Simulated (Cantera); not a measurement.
An adiabatic, constant-pressure homogeneous reactor starts with H2 : O2 : N2 = 1 : 0.562 : 2.11 (molar parts), at 1448 K and 380000 Pa.

Computed with Cantera and the H2/O2 subset of GRI-Mech 3.0, which has no nitrogen chemistry. The hydrogen kinetics of GRI-Mech 3.0 are dated; newer H2 mechanisms differ, most at raised pressure.

Predict: time of steepest temperature rise; temperature at 0.100 s; equilibrium temperature; x(H2) at 0.100 s; x(O2) at 0.100 s; x(OH) at 0.100 s; x(H) at 0.100 s; x(HO2) at 0.100 s; x(O) at 0.100 s.


| Quantity | Result |
|---|---|
| time of steepest temperature rise | 4.26 µs |
| temperature at 0.100 s | 2918 K |
| equilibrium temperature | 2918 K |
| x(H2) at 0.100 s | 0.0283 (gas-phase equilibrium 0.0283) |
| x(O2) at 0.100 s | 0.0248 (gas-phase equilibrium 0.0248) |
| x(OH) at 0.100 s | 0.0298 (gas-phase equilibrium 0.0298) |
| x(H) at 0.100 s | 0.0106 (gas-phase equilibrium 0.0106) |
| x(HO2) at 0.100 s | 1.63e-5 (gas-phase equilibrium 1.63e-5) |
| x(O) at 0.100 s | 0.00688 (gas-phase equilibrium 0.00688) |
